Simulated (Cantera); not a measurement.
Input: 1 mol Si, 0.015 mol N₂O, 970 mol N₂, equilibrated at 120 Pa.

These are equilibrium values from Cantera (NASA tables, ideal gas, pure condensed phases), not measurements of a reactor. Candidate condensed phases: Si, SiO₂, Si₂N₂O, Si₃N₄; 16 gas species. The numbers say what is thermodynamically allowed, not how fast it happens.

### Question
At 1673 K, list the 4 most abundant gas species with their mole fractions, and the condensed phases.

### Answer
N₂ 1.000, Si 0.000307, SiO 1.55e-5, Si₂N 1.12e-5. Condensed: Si₃N₄(s).
